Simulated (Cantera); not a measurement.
A closed system holds: 1 mol B2O3, 28 mol NH3, at 2200 K and 10.0 mbar.

Cantera equilibrium calculation (NASA polynomials, part measured and part estimated; ideal gas, pure solids and liquids). Candidate condensed phases: B, BN, B2O3, B3O3H3, H2O; 39 gas species. The numbers say what is thermodynamically allowed, not how fast it happens.

Base state: H2 0.677, N2 0.239, H 0.0463, HBO 0.0110, BO 0.00918, HBO2 0.00909, H2O 0.00582, B2O3 0.00198 (mole fractions); condensed: gas only.

**Question.** What changes in the equilibrium state with this change: NH3 from 28 to 0.96 mol?

**Answer.** 
```json
[
 {"species": "H2", "before": "0.677", "after": "0.364"},
 {"species": "B2O3", "before": "0.00198", "after": "0.203"},
 {"species": "N2", "before": "0.239", "after": "0.157"},
 {"species": "HBO2", "before": "0.00909", "after": "0.113"},
 {"species": "B2O2", "before": "0.000373", "after": "0.0138"},
 {"species": "BO", "before": "0.00918", "after": "0.0557"},
 {"species": "HBO", "before": "0.0110", "after": "0.0491"},
 {"species": "H", "before": "0.0463", "after": "0.0340"},
 {"species": "BO2", "before": "0.000105", "after": "0.00177"},
 {"species": "OH", "before": "5.56e-5", "after": "0.000114"},
 {"species": "H2O", "before": "0.00582", "after": "0.00873"}
]
```

**Question.** What changes in the equilibrium state with this change: NH3 from 28 to 0.6 mol?

**Answer.** 
```
species    before     after
-------  --------  --------
B2O3      0.00198     0.295
H2          0.677     0.279
N2          0.239     0.130
HBO2      0.00909     0.128
B2O2     0.000373    0.0174
BO        0.00918    0.0626
HBO        0.0110    0.0483
H          0.0463    0.0298
BO2      0.000105   0.00229
OH        5.56e-5  0.000115
H2O       0.00582   0.00770
```

**Question.** What changes in the equilibrium state with this change: B2O3 replaced by B2H6?

**Answer.** 
```csv
species,before,after
H2,0.677,0.732
N2,0.239,0.219
H,0.0463,0.0482
HBO,0.0110,0
BH2,1.78e-7,0.000872
BO,0.00918,0
HBO2,0.00909,0
H2O,0.00582,0
B2O3,0.00198,0
B2O2,0.000373,0
"BN(s), mol",0,1.93
```
The feed counts by its element totals alone. The tables' values for BH2 are old estimates; treat these amounts as uncertain.
